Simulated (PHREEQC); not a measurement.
A solution holds 0.044 mol/kgw CdSO4, 0.027 mol/kgw NaCl and 0.00021 mol/kgw HCl, at 25 °C. Closed to the air; pH follows from the charge balance.

Equilibrium calculation in PHREEQC: ion-association model, phreeqc.dat.

```csv
quantity,before,after
pH,4.03,1.44
ionic strength (mol/kgw),0.112,0.164
Cl- (mol/kgw),0.0168,0.0173
SI of Halite (NaCl),-5.16,-5.17
```

Question: Which change was made?
A) 0.042 mol/kgw H2SO4 added
B) HCl from 0.00021 to 0.00105 mol/kgw
C) CdSO4 left out
D) NaCl replaced by NaF at the same molality
E) 0.01 mol/kgw HF added

Answer: A, 0.042 mol/kgw H2SO4 added

This is a speciation only: nothing precipitates in the calculation.
